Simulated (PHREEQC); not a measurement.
A made-up water analysis in mmol/kgw, 25 °C, pH 6.69, pe 12: Na 0.0078; K 0.00145; Ca 0.000955; Mg 0.000308; Cl 0.00238; S(6) 0.00176; Alkalinity (meq/kgw) 0.00573; Ni 0.000253; Li 4.52e-05.

Valence states are taken as typed.

The numbers come from PHREEQC with the ion-association model, wateq4f.dat.

```json
{
  "ionic_strength": "1.54e-5 mol/kgw",
  "charge_balance_error": "2.9 %"
}
```

```
species  molality  activity   log γ
-------  --------  --------  ------
Na+       7.80e-6   7.76e-6  -0.002
HCO3-     5.88e-6   5.85e-6  -0.002
CO2       2.69e-6   2.69e-6   0.000
Cl-       2.38e-6   2.37e-6  -0.002
SO4-2     1.76e-6   1.73e-6  -0.008
K+        1.45e-6   1.44e-6  -0.002
Ca+2      9.55e-7   9.37e-7  -0.008
Mg+2      3.08e-7   3.02e-7  -0.008
Ni+2      2.50e-7   2.46e-7  -0.008
H+        2.05e-7   2.04e-7  -0.002
OH-       4.93e-8   4.90e-8  -0.002
Li+       4.52e-8   4.50e-8  -0.002
NiCO3     2.45e-9   2.45e-9   0.000
CO3-2     1.37e-9   1.34e-9  -0.008
```

No solid was allowed to form. Species that the database lacks are ignored.
